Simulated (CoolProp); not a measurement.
Vapour-liquid equilibrium of carbon dioxide (1) + ethane (2) at 1.1 MPa; x and y are mole fractions of (1).

Values from CoolProp's multi-fluid Helmholtz-energy mixture model, Span 1996 and Bücker 2006; pair parameters Kunz 2012.

| x | bubble temperature (K) | y at the bubble point | dew temperature at overall composition x (K) | liquid density (mol/L) |
|---|---|---|---|---|
| 0.05 | 240.9 | 0.122 | 242.9 | 15.59 |
| 0.15 | 236.1 | 0.298 | 240.2 | 16.26 |
| 0.25 | 233.0 | 0.414 | 237.4 | 16.93 |
| 0.35 | 231.1 | 0.494 | 234.7 | 17.63 |
| 0.45 | 230.1 | 0.552 | 232.1 | 18.40 |
| 0.55 | 229.6 | 0.599 | 230.1 | 19.28 |
| 0.65 | 229.4 | 0.640 | 229.5 | 20.31 |
| 0.75 | 229.7 | 0.687 | 230.6 | 21.51 |
| 0.85 | 230.6 | 0.755 | 232.5 | 22.89 |
| 0.95 | 233.2 | 0.884 | 234.6 | 24.39 |

y crosses x between x = 0.55 and 0.65: the model has an azeotrope there.

The pair parameters rest on a limited set of measurements; away from them the model extrapolates.
